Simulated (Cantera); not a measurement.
# Metals in furnace atmospheres: Ti + H2O + CO

A closed system holds: 1 mol Ti, a varied amount of H2O, 1.3 mol CO, held at 1623.15 K and 10.0 mbar.

Cantera equilibrium calculation (NASA polynomials, part measured and part estimated; ideal gas, pure solids and liquids). Candidate condensed phases: C, C6H6, C7H8, C8H18, H2O, Ti, TiC, TiO, TiO2, Ti2O3, Ti3O5, Ti4O7; 113 gas species. Mutual solubility and eutectic melting of coexisting phases are not modelled. TiC: taken at fixed stoichiometry. Condensed phases not in the tables: Magnéli phases beyond Ti4O7. The numbers say what is thermodynamically allowed, not how fast it happens.

| n(H2O) (mol) | x CO | x H2 | x H2O | x CO2 | x H | x OH | x CH4 | x C2H2 (acetylene) | n TiC(s) | n Ti2O3(s) | n TiO2(rutile) | n Ti4O7(s) |
|---|---|---|---|---|---|---|---|---|---|---|---|---|
| 0.054 | 0.930 | 0.0695 | 9.23e-6 | 3.98e-5 | 0.000183 | 1.02e-9 | 3.80e-9 | 6.82e-9 | 0.578 | 0.211 | 0 | 0 |
| 0.077 | 0.905 | 0.0952 | 1.25e-5 | 3.83e-5 | 0.000214 | 1.17e-9 | 7.00e-9 | 9.03e-9 | 0.569 | 0.215 | 0 | 0 |
| 0.11 | 0.871 | 0.129 | 1.66e-5 | 3.63e-5 | 0.000248 | 1.34e-9 | 1.25e-8 | 1.17e-8 | 0.556 | 0.222 | 0 | 0 |
| 0.16 | 0.827 | 0.173 | 2.19e-5 | 3.38e-5 | 0.000288 | 1.53e-9 | 2.19e-8 | 1.47e-8 | 0.536 | 0.232 | 0 | 0 |
| 0.22 | 0.782 | 0.218 | 2.70e-5 | 3.12e-5 | 0.000323 | 1.68e-9 | 3.36e-8 | 1.74e-8 | 0.512 | 0.244 | 0 | 0 |
| 0.32 | 0.721 | 0.278 | 3.34e-5 | 2.79e-5 | 0.000365 | 1.83e-9 | 5.23e-8 | 2.01e-8 | 0.472 | 0.264 | 0 | 0 |
| 0.45 | 0.661 | 0.338 | 3.92e-5 | 2.47e-5 | 0.000402 | 1.95e-9 | 7.32e-8 | 2.20e-8 | 0.420 | 0.290 | 0 | 0 |
| 0.64 | 0.599 | 0.401 | 4.46e-5 | 2.15e-5 | 0.000438 | 2.04e-9 | 9.68e-8 | 2.32e-8 | 0.344 | 0.328 | 0 | 0 |
| 0.91 | 0.539 | 0.461 | 4.92e-5 | 1.85e-5 | 0.000470 | 2.10e-9 | 1.20e-7 | 2.35e-8 | 0.236 | 0.382 | 0 | 0 |
| 1.3 | 0.484 | 0.515 | 5.27e-5 | 1.60e-5 | 0.000497 | 2.13e-9 | 1.41e-7 | 2.31e-8 | 0.0801 | 0.460 | 0 | 0 |
| 1.9 | 0.401 | 0.572 | 0.0213 | 0.00481 | 0.000524 | 8.15e-7 | 3.96e-10 | <1e-12 | 0 | 0 | 0.266 | 0.183 |
| 2.6 | 0.309 | 0.537 | 0.130 | 0.0241 | 0.000507 | 5.13e-6 | 4.13e-11 | <1e-12 | 0 | 0 | 1.00 | 0 |
| 3.8 | 0.208 | 0.439 | 0.306 | 0.0468 | 0.000458 | 1.34e-5 | 6.43e-12 | <1e-12 | 0 | 0 | 1.00 | 0 |
x: gas mole fraction; n: condensed amount in mol.

From 0.054 mol H2O to 1.3 mol H2O the condensed part is TiC(s) + Ti2O3(s). At 1.9 mol H2O the condensed part is TiO2(rutile) + Ti4O7(s). From 2.6 mol H2O to 3.8 mol H2O the condensed part is TiO2(rutile).
